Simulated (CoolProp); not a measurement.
A single-stage vapour-compression cycle with R13: evaporating at 217.15 K (dew point), condensing at 262.15 K (bubble point), superheat 5 K, subcooling 8 K, compressor efficiency 0.9, no pressure losses. Each further row changes one setting.

The numbers come from the reference Helmholtz-energy equation of state, Platzer 1990 in CoolProp. This equation is an older, rougher fit; its heat capacities, sound speeds and derivatives of the liquid may be far off and weren't checked against measurements.

```json
[
 {"case": "as stated", "cooling COP": "3.52", "pressure ratio": "4.46", "discharge temperature (K)": "286.2", "refrigerating effect (kJ/kg)": "102", "volumetric capacity (kJ/m³)": "2080"},
 {"case": "evaporating temperature 222.15 K", "cooling COP": "(withheld)", "pressure ratio": "(withheld)", "discharge temperature (K)": "283.5", "refrigerating effect (kJ/kg)": "(withheld)", "volumetric capacity (kJ/m³)": "(withheld)"},
 {"case": "condensing temperature 257.15 K", "cooling COP": "4.11", "pressure ratio": "3.88", "discharge temperature (K)": "(withheld)", "refrigerating effect (kJ/kg)": "107", "volumetric capacity (kJ/m³)": "2190"},
 {"case": "subcooling 13 K", "cooling COP": "3.71", "pressure ratio": "4.46", "discharge temperature (K)": "286.2", "refrigerating effect (kJ/kg)": "107", "volumetric capacity (kJ/m³)": "2190"},
 {"case": "superheat 15 K", "cooling COP": "3.52", "pressure ratio": "4.46", "discharge temperature (K)": "296.5", "refrigerating effect (kJ/kg)": "108", "volumetric capacity (kJ/m³)": "2080"},
 {"case": "compressor efficiency 0.8", "cooling COP": "(withheld)", "pressure ratio": "4.46", "discharge temperature (K)": "290.9", "refrigerating effect (kJ/kg)": "102", "volumetric capacity (kJ/m³)": "2080"}
]
```

Task: Complete the blanks.

Result: 
- evaporating temperature 222.15 K, cooling COP: 4.16
- evaporating temperature 222.15 K, pressure ratio: 3.66
- evaporating temperature 222.15 K, refrigerating effect (kJ/kg): 103
- evaporating temperature 222.15 K, volumetric capacity (kJ/m³): 2560
- condensing temperature 257.15 K, discharge temperature (K): 279.6
- compressor efficiency 0.8, cooling COP: 3.13
